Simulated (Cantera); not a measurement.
# Equilibrium for oxide etching and cleaning by halides: CaO + HBr

Feed: 1 mol CaO, 4.9 mol HBr.

Equilibrium computed with Cantera from the NASA thermochemical tables; the gas is ideal and each condensed phase is pure. Candidate condensed phases: Br2, Ca, CaBr2, CaO, Ca(OH)2, H2O; 19 gas species. The numbers say what is thermodynamically allowed, not how fast it happens.

Task: Map the stable condensed phases over T = 750, 850, 950, 1050, 1150, 1250, 1350, 1450, 1550, 1650, 1750, 1850 K and P in Pa = 1, 3.2, 10, 32, 100, 320, 1000, 3200, 10000, 32000, 100000.

Result: 
```
T in K \ P in Pa
              1    3.2     10     32    100    320   1000   3200  10000  32000 100000
   1850       A      A      B      B      B      B      B      B      B      B      B
   1750       A      B      B      B      B      B      B      B      B      B      C
   1650       A      B      B      B      B      B      B      B      B      C      C
   1550       B      B      B      B      B      B      B      B      C      C      C
   1450       B      B      B      B      B      B      B      C      C      C      C
   1350       B      B      B      B      B      B      C      C      C      C      C
   1250       B      B      B      B      C      C      C      C      C      C      C
   1150       B      B      B      C      C      C      C      C      C      C      C
   1050       C      C      C      C      C      C      C      C      C      C      C
    950       C      C      C      C      C      C      C      C      C      C      C
    850       C      C      C      C      C      C      C      C      C      C      C
    750       C      C      C      C      C      C      C      C      C      C      C
```
A: CaO; B: gas only; C: CaBr2.
